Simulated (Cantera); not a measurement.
What does this Cantera script print?

```python
import numpy as np
import cantera as ct

gas_names = """
    H HO2 H2 H2O H2O2 O OH O2 O3 Si SiH SiH2 SiH3 SiH4 SiO SiO2 Si2 Si3
""".split()
cond_names = """
    H2O(s) H2O(L) Si(cr) Si(L) SiO2(Lqz) SiO2(hqz) SiO2(L)
""".split()


# ... load() reads the species with a 1 bar reference pressure and builds the phases ...
atoms = {
    'Si': {'Si': 1},
    'O2': {'O': 2},
    'H2': {'H': 2},
}
top_T = {}  # K; cautious upper limits of use, not melting points


# ... equilibrate(T, P, feed) seeds the gas with the atoms and calls Mixture.equilibrate('TP', solver="vcs", rtol=1e-11, max_steps=5000) ...
results = []
feed = {'Si': 1, 'O2': 0.004, 'H2': 4.1}  # mol
T = 1350  # K
P = 25000  # Pa
mix = equilibrate(T, P, feed)
results.append((T, P, feed, dict(zip(mix.species_names, mix.species_moles))))
x = sorted(zip(gas.X, gas.species_names), reverse=True)
print(f"T = {T:g} K  P = {P:g} Pa  gas = {mix.phase_moles(0):.4g} mol")
print("   x: " + "  ".join(f"{s} {v:.3e}" for v, s in x if v > 1e-05))
print("   condensed (mol): " + ("  ".join(f"{mix.phase(i).name} {mix.phase_moles(i):.4g}"
      for i in range(1, mix.n_phases) if mix.phase_moles(i) > 1e-12) or "none"))
```

Result:

```
T = 1350 K  P = 25000 Pa  gas = 4.1 mol
   x: H2 9.999e-01  SiO 9.868e-05
   condensed (mol): Si(cr) 0.9958  SiO2(hqz) 0.003797
```

Equilibrium computed with Cantera from the NASA thermochemical tables; the gas is ideal and each condensed phase is pure. Mutual solubility and eutectic melting of coexisting phases are not modelled. The tables hold silica as quartz up to 1696 K and as liquid above; real silica turns to tridymite and cristobalite and melts near 1996 K.
